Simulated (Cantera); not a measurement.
Input: 1 mol CH2F2, held at 24.0 Pa.

These are equilibrium values from Cantera (NASA tables, ideal gas, pure condensed phases), not measurements of a reactor. Candidate condensed phases: C, C6H6, C7H8, C8H18; 95 gas species. Kinetics and transport are ignored.

x: gas mole fraction; n: condensed amount in mol.

```tsv
T (K)	x HF	x H	x F	x C3	x C	x CF	x C2	n C(graphite)
725	1.00	<1e-12	<1e-12	<1e-12	<1e-12	<1e-12	<1e-12	1.00
925	1.00	4.59e-12	2.04e-12	<1e-12	<1e-12	<1e-12	<1e-12	1.00
1125	1.00	___	___	<1e-12	<1e-12	<1e-12	<1e-12	1.00
1325	1.000	9.56e-8	7.67e-7	<1e-12	<1e-12	2.11e-11	<1e-12	1.000
1525	1.000	___	___	<1e-12	<1e-12	___	<1e-12	1.000
1725	1.000	8.67e-5	0.000187	4.35e-11	1.31e-10	1.77e-7	3.56e-12	1.000
1925	0.998	0.000888	0.00128	1.69e-8	2.37e-8	4.05e-6	1.42e-9	1.000
2125	0.987	0.00552	0.00652	2.09e-6	1.60e-6	5.40e-5	1.80e-7	1.000
2325	0.949	0.0239	0.0256	0.000110	5.21e-5	0.000467	9.82e-6	0.998
2525	0.835	0.0777	0.0784	0.00304	0.000974	0.00276	0.000282	0.970
2725	0.558	0.183	0.177	0.0509	0.0118	0.0109	0.00490	0.494
```

Task: Some entries are withheld; supply them.

Result: 
- 1125, x H: 1.48e-9
- 1125, x F: 4.15e-9
- 1525, x H: 4.20e-6
- 1525, x F: 1.82e-5
- 1525, x CF: 3.74e-9
